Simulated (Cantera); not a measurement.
## Pyrogenic steam for wet oxidation

A perfectly stirred reactor is fed with H2 : O2 : N2 = 0.36 : 1 : 1.8 (molar parts), equivalence ratio 0.18, at 615 Torr; it is held at 1300 K, and followed from long to short residence time.

Cantera simulation using the H2/O2 subset of GRI-Mech 3.0, which has no nitrogen chemistry; the numbers are that mechanism's predictions, not measurements. The temperature is held fixed by assumption; the heat of reaction is taken as removed at once.

```csv
τ (s),x H2,x O2,x H2O2,x HO2,x H2O,x OH
0.77,4.85e-5,0.275,2.34e-7,2.44e-6,0.121,0.000160
0.30,9.06e-5,0.275,3.66e-7,4.40e-6,0.121,0.000218
0.11,0.000175,0.275,5.75e-7,8.03e-6,0.120,0.000303
0.044,0.000318,0.275,8.56e-7,1.35e-5,0.120,0.000409
0.017,0.000582,0.275,1.27e-6,2.22e-5,0.120,0.000562
0.0065,0.00106,0.275,1.87e-6,3.46e-5,0.119,0.000784
0.0025,0.00187,0.275,2.65e-6,5.06e-5,0.118,0.00111
0.00097,0.00322,0.275,3.65e-6,6.90e-5,0.116,0.00158
0.00038,0.00544,0.275,4.84e-6,8.77e-5,0.113,0.00228
0.00014,0.00940,0.275,6.28e-6,0.000105,0.107,0.00334
```
x: mole fraction; the columns are a selection and need not sum to one.
